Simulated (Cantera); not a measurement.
Input: 1 mol NiS, 61 mol H₂, 50 mol N₂, at 1700 K and 0.100 bar.

These are equilibrium values from Cantera (NASA tables, ideal gas, pure condensed phases), not measurements of a reactor. Candidate condensed phases: Ni, NiS, NiS₂, Ni₃S₂, Ni₃S₄, S; 17 gas species. Rates play no part.

Base state: H₂ 0.541, N₂ 0.450, H₂S 0.00695, S₂ 0.000690, SH 0.000630, H 0.000343, Ni 2.69e-5, S 2.62e-5 (mole fractions); condensed: Ni(s).

Q: What changes in the equilibrium state with this change: temperature from 1700 K to 1823.15 K?

A: 
| species | before | after |
|---|---|---|
| H₂ | 0.541 | 0.542 |
| N₂ | 0.450 | 0.449 |
| H₂S | 0.00695 | 0.00560 |
| H | 0.000343 | 0.00101 |
| Ni | 2.69e-5 | 0.000185 |
| NiS | 1.25e-5 | 5.46e-5 |
| S | 2.62e-5 | 9.22e-5 |
| SH | 0.000630 | 0.00112 |
| S₂ | 0.000690 | 0.00106 |
| Ni(s), mol | 0.996 | 0 |
| Ni(l), mol | 0 | 0.973 |

Q: What changes in the equilibrium state with this change: pressure from 0.100 bar to 4.20 bar?

A: 
| species | before | after |
|---|---|---|
| H₂ | 0.541 | 0.541 |
| N₂ | 0.450 | 0.450 |
| H₂S | 0.00695 | 0.00816 |
| S₂ | 0.000690 | 2.27e-5 |
| SH | 0.000630 | 0.000114 |
| Ni | 2.69e-5 | 6.40e-7 |
| NH₃ | 9.73e-7 | 4.08e-5 |
| S | 2.62e-5 | 7.34e-7 |
| Ni(s), mol | 0.996 | 0.886 |
| Ni₃S₂(l), mol | 0 | 0.0380 |
Metal and sulfide melt together well below either melting point, which pure phases cannot show. Mutual solubility and eutectic melting of coexisting phases are not modelled.

Q: What changes in the equilibrium state with this change: NiS replaced by CuO?

A: 
```json
[
 {"species": "H₂", "before": "0.541", "after": "0.539"},
 {"species": "N₂", "before": "0.450", "after": "0.450"},
 {"species": "H₂O", "before": "0", "after": "0.00899"},
 {"species": "H₂S", "before": "0.00695", "after": "0"},
 {"species": "Cu", "before": "0", "after": "0.00159"},
 {"species": "Ni", "before": "2.69e-5", "after": "0"},
 {"species": "S₂", "before": "0.000690", "after": "0"},
 {"species": "SH", "before": "0.000630", "after": "0"},
 {"species": "S", "before": "2.62e-5", "after": "0"},
 {"species": "Ni(s), mol", "before": "0.996", "after": "0"},
 {"species": "Cu(l), mol", "before": "0", "after": "0.823"}
]
```
Further candidate phases: Cu, CuO, Cu(OH)₂, Cu₂O, H₂O.
